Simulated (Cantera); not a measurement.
What does this Cantera script print?

```python
import numpy as np
import cantera as ct

gas_names = [...]  # 109 gases of nasa_gas.yaml made of C, Cl, H, Si
cond_names = """
    C(gr) C6H6(L) C7H8(L) C8H18(L),n-octa Si(cr) Si(L) SiC(b)
""".split()


# ... load() reads the species with a 1 bar reference pressure and builds the phases ...
atoms = {
    '(CH3)2SiCl2': {'C': 2, 'H': 6, 'Si': 1, 'CL': 2},
    'HCl': {'H': 1, 'CL': 1},
    'H2': {'H': 2},
    'C3H8': {'C': 3, 'H': 8},
}
top_T = {'C(gr)': 4500, 'SiC(b)': 3050}  # K; cautious upper limits of use, not melting points


# ... equilibrate(T, P, feed) seeds the gas with the atoms and calls Mixture.equilibrate('TP', solver="vcs", rtol=1e-11, max_steps=5000) ...
results = []
feed = {'(CH3)2SiCl2': 1, 'HCl': 0.017, 'H2': 5, 'C3H8': 0.062}  # mol
P = 26000  # Pa
for T in [2298, 2348, 2398, 2448, 2498, 2548, 2598, 2648]:
    mix = equilibrate(T, P, feed)
    results.append((T, P, feed, dict(zip(mix.species_names, mix.species_moles))))

top = {s: max(r[3][s] / sum(r[3][g] for g in gas_names) for r in results) for s in gas_names}
cols = sorted((s for s in top if top[s] > 0.0001), key=lambda s: -top[s])[:7]
seen = [c for c in cond_names if any(r[3].get(c, 0) > 1e-12 for r in results)]
print("log10 of partial pressures in bar; condensed amounts in mol")
print(f"{'T/K':>10s}" + "".join(f"{s[:9]:>10s}" for s in cols + seen))
for T, P, feed, n in results:
    ng = sum(n[g] for g in gas_names)
    print(f"{T:10.4g}" + "".join(f"{np.log10(max(n[s] / ng * P / 1e5, 1e-99)):10.3f}" for s in cols)
          + "".join(f"{n.get(c, 0):10.4g}" for c in seen))
```

Output:

```
log10 of partial pressures in bar; condensed amounts in mol
       T/K        H2       HCL         H        Si     SiCL2 C2H2,acet        CL     C(gr)    SiC(b)
      2298    -0.695    -1.309    -2.366    -3.884    -2.524    -3.064    -3.123     1.242    0.8793
      2348    -0.698    -1.317    -2.257    -3.636    -2.497    -2.960    -3.021     1.238    0.8641
      2398    -0.702    -1.325    -2.153    -3.398    -2.472    -2.862    -2.924     1.234     0.844
      2448    -0.706    -1.335    -2.054    -3.171    -2.451    -2.769    -2.832      1.23     0.816
      2498    -0.712    -1.346    -1.959    -2.953    -2.434    -2.682    -2.744     1.228     0.775
      2548    -0.720    -1.359    -1.870    -2.743    -2.420    -2.599    -2.662      1.23    0.7133
      2598    -0.730    -1.376    -1.784    -2.542    -2.411    -2.523    -2.584     1.242    0.6181
      2648    -0.744    -1.396    -1.704    -2.348    -2.407    -2.454    -2.512     1.267    0.4688
```

These are equilibrium values from Cantera (NASA tables, ideal gas, pure condensed phases), not measurements of a reactor. The feed counts by its element totals alone. The tables' values for SiCl, SiCl3 are old estimates; treat these amounts as uncertain. Gases not in the tables: Si2H6 and higher silanes.
